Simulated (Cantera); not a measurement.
An isothermal, constant-pressure homogeneous reactor starts with H2 : O2 : N2 = 1 : 1 : 6 (molar parts), equivalence ratio 0.50, at 798 K and 0.132 atm. Integrator tolerance rtol = 1e-08.

Computed with Cantera and the H2/O2 subset of GRI-Mech 3.0, which has no nitrogen chemistry. Radical loss at walls, strong at low pressure, is not modelled. Below about 950 K walls govern HO2 and H2O2 in real vessels. The temperature is held fixed by assumption; the heat of reaction is taken as removed at once.

What does this change do: O2 1 to 0.1 parts?


```
quantity                                             before                                     after
-----------------  ----------------------------------------  ----------------------------------------
x(H2) at 10.0 s       0.0588 (gas-phase equilibrium <1e-12)       0.114 (gas-phase equilibrium 0.114)
x(O2) at 10.0 s       0.0941 (gas-phase equilibrium 0.0667)   2.24e-10 (gas-phase equilibrium <1e-12)
x(H) at 10.0 s       5.85e-9 (gas-phase equilibrium <1e-12)  8.33e-6 (gas-phase equilibrium 2.48e-12)
x(O) at 10.0 s       1.16e-9 (gas-phase equilibrium <1e-12)     <1e-12 (gas-phase equilibrium <1e-12)
x(H2O2) at 10.0 s  5.89e-5 (gas-phase equilibrium 1.40e-12)     <1e-12 (gas-phase equilibrium <1e-12)
x(H2O) at 10.0 s       0.0706 (gas-phase equilibrium 0.133)     0.0286 (gas-phase equilibrium 0.0286)
```

What does this change do: pressure from 0.132 atm to 0.533 atm?


| quantity | before | after |
|---|---|---|
| x(H2) at 10.0 s | 0.0588 (gas-phase equilibrium <1e-12) | 0.125 (gas-phase equilibrium <1e-12) |
| x(O2) at 10.0 s | 0.0941 (gas-phase equilibrium 0.0667) | 0.125 (gas-phase equilibrium 0.0667) |
| x(H) at 10.0 s | 5.85e-9 (gas-phase equilibrium <1e-12) | 1.98e-10 (gas-phase equilibrium <1e-12) |
| x(O) at 10.0 s | 1.16e-9 (gas-phase equilibrium <1e-12) | 2.50e-11 (gas-phase equilibrium <1e-12) |
| x(H2O2) at 10.0 s | 5.89e-5 (gas-phase equilibrium 1.40e-12) | 1.37e-5 (gas-phase equilibrium 2.82e-12) |
| x(H2O) at 10.0 s | 0.0706 (gas-phase equilibrium 0.133) | 2.57e-5 (gas-phase equilibrium 0.133) |
